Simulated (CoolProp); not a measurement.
Properties of the fluoroketone C6F12O (FK-5-1-12) at several states.

The numbers come from the reference Helmholtz-energy equation of state, McLinden 2015 in CoolProp.

| T (°C) | p (MPa) | phase | density (kg/m³) | cp (kJ/(kg K)) | speed of sound (m/s) | expansivity (1/kK) | fugacity coefficient |
|---|---|---|---|---|---|---|---|
| -75.55 | 0.047 | liquid | 1881 | (withheld) | 835.1 | 1.431 | 0.0006433 |
| -96.15 | 6.3 | liquid | (withheld) | 1.148 | (withheld) | 1.371 | 5.725e-7 |
| -47.55 | 3.76 | liquid | 1814 | 1.095 | (withheld) | 1.443 | (withheld) |

Problem. Complete the blanks.

Solution. 
- -75.55, cp (kJ/(kg K)): 1.121
- -96.15, density (kg/m³): 1947
- -96.15, speed of sound (m/s): 923.3
- -47.55, speed of sound (m/s): 756.6
- -47.55, fugacity coefficient: 0.0001925
